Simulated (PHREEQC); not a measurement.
PHREEQC input (Pitzer model, pitzer.dat):

```
SOLUTION 1
  temp 30
  units mol/kgw
  pH 7 charge
  S(6) 0.25
  K 0.585
  Cl 0.061
  C(4) 0.024
END
USE solution 1
INCREMENTAL_REACTIONS false
REACTION 1
  H2O -1
  0 9.886 18.011 24.689 30.178 34.689 38.397 41.444
  43.949 46.007 47.699 49.089 50.232 51.172 51.944 52.578
  53.1 53.528 53.88 54.17 54.408 54.603 54.764 54.896
  55.005 55.094 55.168 55.228 moles
EQUILIBRIUM_PHASES 1
  Arcanite 0 0
  Kalicinite 0 0
  Misenite 0 0
  Sylvite 0 0
  CO2(g) -3.4 10
SELECTED_OUTPUT 1
  -reset false
  -pH true
  -pe true
  -ionic_strength true
  -water true
  -activities H2O
  -totals C Cl K S
  -molalities H+ K+ Cl- CO3-2 SO4-2 OH- HCO3- CO2 HSO4-
  -equilibrium_phases Arcanite Kalicinite Misenite Sylvite
PRINT
  -reset false
END
```

Selected output (columns that matter, 23 of 28 rows; water left (kg) added in front):

```
water left (kg)	pH	mu	C	Cl	K	S	m_H+	m_K+	m_Cl-	m_CO3-2	m_SO4-2	la_H2O	Arcanite	Sylvite
1.00007	9.2088	0.83937	0.019542	0.060995	0.58496	0.24998	1.2665e-09	0.58496	0.060995	0.0044323	0.24998	-0.0053414	0	0
0.821976	9.2577	1.0218	0.023224	0.074211	0.7117	0.30415	1.1711e-09	0.7117	0.074211	0.0059458	0.30415	-0.0064038	0	0
0.675604	9.3052	1.2438	0.02759	0.09029	0.86589	0.37004	1.0791e-09	0.86589	0.09029	0.007901	0.37004	-0.007679	0	0
0.456419	9.3979	1.843	0.038958	0.13365	1.2817	0.54774	8.8638e-10	1.2817	0.13365	0.013583	0.54774	-0.01107	0	0
0.375156	9.4481	2.0459	0.046331	0.1626	1.4278	0.60059	7.7731e-10	1.4278	0.1626	0.017594	0.60059	-0.012359	0.024684	0
0.30836	9.5017	2.0513	0.055103	0.19782	1.4443	0.58434	6.7717e-10	1.4443	0.19782	0.022672	0.58434	-0.012739	0.069812	0
0.253472	9.5539	2.0598	0.065544	0.24066	1.4656	0.56514	5.9019e-10	1.4656	0.24066	0.029077	0.56514	-0.01321	0.10675	0
0.171278	9.6543	2.093	0.092822	0.35615	1.5293	0.51649	4.4811e-10	1.5293	0.35615	0.047219	0.51649	-0.014528	0.16154	0
0.140801	9.7023	2.1231	0.11053	0.43324	1.5767	0.48652	3.9011e-10	1.5767	0.43324	0.059829	0.48652	-0.015448	0.1815	0
0.115764	9.7489	2.1679	0.13168	0.52693	1.6397	0.45271	3.3934e-10	1.6397	0.52693	0.075538	0.45271	-0.016612	0.19759	0
0.0951772	9.7939	2.234	0.15698	0.64091	1.7237	0.41529	2.9486e-10	1.7237	0.64091	0.095073	0.41529	-0.018094	0.21047	0
0.0643439	9.8794	2.4673	0.22359	0.94803	1.9857	0.33234	2.219e-10	1.9857	0.94803	0.14927	0.33234	-0.022433	0.22862	0
0.0529262	9.9203	2.6592	0.26714	1.1525	2.184	0.289	1.9204e-10	2.184	1.1525	0.18618	0.289	-0.025575	0.2347	0
0.043526	9.9607	2.9224	0.31961	1.4015	2.4448	0.24598	1.6557e-10	2.4448	1.4015	0.23164	0.24598	-0.029637	0.23929	0
0.0358188	10.002	3.274	0.38268	1.703	2.7822	0.20459	1.4186e-10	2.7822	1.703	0.2872	0.20459	-0.034872	0.24267	0
0.0294804	10.044	3.7353	0.45888	2.0692	3.2146	0.16565	1.2019e-10	3.2146	2.0692	0.35506	0.16565	-0.041642	0.24512	0
0.019973	10.144	5.0872	0.66339	3.0541	4.4513	0.097788	8.1264e-11	4.4513	3.0541	0.53807	0.097788	-0.061881	0.24805	0
0.0164616	10.205	6.0326	0.79928	3.7056	5.3039	0.070189	6.3937e-11	5.3039	3.7056	0.65851	0.070189	-0.076791	0.24884	0
0.0135621	10.27	6.8148	0.9657	4.0778	5.9565	0.054523	5.4312e-11	5.9565	4.0778	0.80378	0.054523	-0.088351	0.24926	0.005697
0.0111848	10.329	7.1761	1.1668	3.9021	6.1475	0.049806	5.4008e-11	6.1475	3.9021	0.9788	0.049806	-0.090863	0.24944	0.017356
0.00761869	10.459	8.1609	1.7055	3.449	6.6774	0.039081	5.5444e-11	6.6774	3.449	1.4445	0.039081	-0.098553	0.2497	0.034723
0.00628566	10.531	8.8325	2.0658	3.1623	7.047	0.033219	5.7129e-11	7.047	3.1623	1.7523	0.033219	-0.10449	0.24979	0.041123
0.00520458	10.607	9.6473	2.4963	2.839	7.505	0.027342	5.9257e-11	7.505	2.839	2.1149	0.027342	-0.11243	0.24986	0.046224
```

Species that the database lacks are ignored.
